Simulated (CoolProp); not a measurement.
R134a at 293.15 K and 0.232 MPa is throttled through a valve to 0.0442 MPa with no heat exchange. Each further row changes one setting.

The numbers come from the reference Helmholtz-energy equation of state, Tillner-Roth 1994 in CoolProp.

| case | temperature change (K) | final density (kg/m³) |
|---|---|---|
| as stated | -4.5 | 1.90 |
| outlet pressure 0.0133 MPa | -5.2 | 0.569 |
| outlet pressure 0.0575 MPa | -4.2 | 2.47 |
